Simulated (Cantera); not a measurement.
**Ti + H₂O + CO (metals in furnace atmospheres)**

Input: 1 mol Ti, 0.19 mol H₂O, 98 mol CO, held at 10.0 mbar.

Equilibrium computed with Cantera from the NASA thermochemical tables; the gas is ideal and each condensed phase is pure. Candidate condensed phases: C, C₆H₆, C₇H₈, C₈H₁₈, H₂O, Ti, TiC, TiO, TiO₂, Ti₂O₃, Ti₃O₅, Ti₄O₇; 113 gas species. Mutual solubility and eutectic melting of coexisting phases are not modelled. TiC: taken at fixed stoichiometry. Condensed phases not in the tables: Magnéli phases beyond Ti₄O₇. Equilibrium is a limit: real reactors are often held back by kinetics, nucleation or transport.

| T (K) | log p CO | log p H₂ | log p CO₂ | log p H | log p H₂O | log p TiO | log p Ti | n C(graphite) | n TiO₂(rutile) | n Ti₄O₇(s) | n Ti₃O₅(s) | n TiC(s) | n Ti₂O₃(s) |
|---|---|---|---|---|---|---|---|---|---|---|---|---|---|
| 1098 | -2.00 | -4.71 | -5.04 | -9.96 | -7.74 | <-14 | <-14 | 1.90 | 1.00 | 0 | 0 | 0 | 0 |
| 1148 | -2.00 | -4.71 | -5.39 | -9.50 | -8.03 | <-14 | <-14 | 1.60 | 0 | 0.250 | 0 | 0 | 0 |
| 1198 | -2.00 | -4.71 | -5.71 | -9.07 | -8.28 | <-14 | <-14 | 1.58 | 0 | 0.250 | 0 | 0 | 0 |
| 1248 | -2.00 | -4.71 | -6.01 | -8.68 | -8.52 | <-14 | <-14 | 1.49 | 0 | 0 | 0.333 | 0 | 0 |
| 1298 | -2.00 | -4.71 | -6.27 | -8.33 | -8.74 | <-14 | <-14 | 0 | 0 | 0 | 0.148 | 0.556 | 0 |
| 1348 | -2.00 | -4.71 | -6.28 | -7.99 | -8.70 | <-14 | <-14 | 0 | 0 | 0 | 0 | 0.526 | 0.237 |
| 1398 | -2.00 | -4.71 | -6.30 | -7.68 | -8.67 | -13.29 | <-14 | 0 | 0 | 0 | 0 | 0.526 | 0.237 |
| 1448 | -2.00 | -4.71 | -6.31 | -7.39 | -8.65 | -12.45 | <-14 | 0 | 0 | 0 | 0 | 0.526 | 0.237 |
| 1498 | -2.00 | -4.71 | -6.33 | -7.12 | -8.63 | -11.67 | -13.93 | 0 | 0 | 0 | 0 | 0.526 | 0.237 |
| 1548 | -2.00 | -4.71 | -6.34 | -6.87 | -8.61 | -10.93 | -13.03 | 0 | 0 | 0 | 0 | 0.526 | 0.237 |
| 1598 | -2.00 | -4.71 | -6.35 | -6.63 | -8.59 | -10.25 | -12.18 | 0 | 0 | 0 | 0 | 0.526 | 0.237 |
| 1648 | -2.00 | -4.72 | -6.36 | -6.41 | -8.57 | -9.61 | -11.39 | 0 | 0 | 0 | 0 | 0.526 | 0.237 |
| 1698 | -2.00 | -4.72 | -6.37 | -6.20 | -8.56 | -9.01 | -10.64 | 0 | 0 | 0 | 0 | 0.526 | 0.237 |
| 1748 | -2.00 | -4.72 | -6.38 | -6.00 | -8.55 | -8.44 | -9.94 | 0 | 0 | 0 | 0 | 0.526 | 0.237 |
log p: log10 of the partial pressure in bar; n: condensed amount in mol.

At 1098 K the condensed part is C(graphite) + TiO₂(rutile). From 1148 K to 1198 K the condensed part is C(graphite) + Ti₄O₇(s). At 1248 K the condensed part is C(graphite) + Ti₃O₅(s). At 1298 K the condensed part is TiC(s) + Ti₃O₅(s). From 1348 K to 1748 K the condensed part is TiC(s) + Ti₂O₃(s).
